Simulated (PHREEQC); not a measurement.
Solution (75 °C): 0.1 mol/kgw H3BO3 and 0.12 mol/kgw (CH3)4NCl. Closed to the air; pH follows from the charge balance.

Model: ion-association model, wateq4f.dat, run in PHREEQC.

No solid was allowed to form.

Task: Estimate the pH, activity of water.

Result: pH 4.92; activity of water 0.994.

(CH3)4N+ isn't in the database: it is added as a free cation with an ion size of 4 Å. Constants without temperature data keep their 25 °C values here.
